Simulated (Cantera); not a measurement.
Cantera run:

```python
import numpy as np
import cantera as ct

gas_names = """
    N2 NO
""".split()
cond_names = """
    Ta2O5(s) Ta2O5(L) Ta(cr) Ta(L)
""".split()


def load(file, names, dense=False):
    # The tables refer to 1 bar. Condensed volumes are neglected.
    table = {s.name: s for s in ct.Species.list_from_file(file)}
    out = []
    for n in names:
        d = dict(table[n].input_data)
        d["thermo"] = dict(d["thermo"], **{"reference-pressure": 1e5})
        if dense:
            d["equation-of-state"] = {"model": "constant-volume", "density": "1e6 g/cm^3"}
        out.append(ct.Species.from_dict(d))
    return out


species = {s.name: s for s in load("nasa_gas.yaml", gas_names) + load("nasa_condensed.yaml", cond_names)}
# Each term lists the table entries of one substance; the one whose range holds T is used.
reactions = {
    '2 Ta2O5 + 5 N2(g) = 10 NO(g) + 4 Ta':
        [(-2, ['Ta2O5(s)', 'Ta2O5(L)']), (-5, ['N2']), (10, ['NO']), (4, ['Ta(cr)', 'Ta(L)'])],
}


def pick(names, T):
    return next(species[n] for n in names if species[n].thermo.min_temp <= T <= species[n].thermo.max_temp)


results = []
for label, terms in reactions.items():
    print(label)
    print("     T/K   dH/kJ  dS/(J/K)   dG/kJ   log10 K")
    for T in [300, 2773, 2798, 2823, 2848, 2873, 2898, 2923]:
        used = [(nu, pick(names, T)) for nu, names in terms]
        dH = sum(nu * s.thermo.h(T) for nu, s in used) / 1e6
        dS = sum(nu * s.thermo.s(T) for nu, s in used) / 1e3
        dG = dH - T * dS / 1e3
        logK = -dG * 1e6 / (ct.gas_constant * T * np.log(10))
        results.append((label, T, dH, dS, dG, logK, [s.name for _, s in used]))
        print(f"{T:8g} {dH:8.1f} {dS:8.1f} {dG:8.1f} {logK:8.2f}")
```

Output:

```
2 Ta2O5 + 5 N2(g) = 10 NO(g) + 4 Ta
     T/K   dH/kJ  dS/(J/K)   dG/kJ   log10 K
     300   5004.6   1028.9   4696.0  -817.63
    2773   4520.4    741.0   2465.6   -46.44
    2798   4516.7    739.7   2447.1   -45.68
    2823   4513.0    738.3   2428.6   -44.94
    2848   4509.4    737.1   2410.2   -44.20
    2873   4505.8    735.8   2391.8   -43.48
    2898   4502.2    734.6   2373.4   -42.78
    2923   4498.6    733.4   2355.1   -42.08
```

Cantera with NASA thermochemical tables; ideal gases at 1 bar, condensed phases pure. Condensed species are held in their standard states even where they would react or evaporate.
